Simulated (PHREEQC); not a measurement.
Silver or lead bath

Dissolve 0.00081 mol/kgw AgNO3 and 3.7e-07 mol/kgw NaCl at 13 °C. Closed to the air; pH follows from the charge balance.

Equilibrium calculation in PHREEQC: ion-association model, wateq4f.dat.

```json
{
 "pH": "7.17",
 "ionic_strength": "0.000810 mol/kgw"
}
```

| species | molality | activity | log γ |
|---|---|---|---|
| NO3- | 0.000810 | 0.000784 | -0.014 |
| Ag+ | 0.000809 | 0.000784 | -0.014 |
| Na+ | 3.70e-7 | 3.58e-7 | -0.014 |
| AgNO3 | 3.15e-7 | 3.15e-7 | 0.000 |
| AgCl | 2.33e-7 | 2.33e-7 | 0.000 |
| Cl- | 1.37e-7 | 1.32e-7 | -0.014 |
| H+ | 6.97e-8 | 6.76e-8 | -0.013 |
| OH- | 5.81e-8 | 5.62e-8 | -0.014 |
| AgOH | 1.16e-8 | 1.16e-8 | 0.000 |

This is a speciation only: nothing precipitates in the calculation. The solution is supersaturated, for example in Cerargyrite, so a real one may precipitate; this is no full list. Constants without temperature data keep their 25 °C values here.
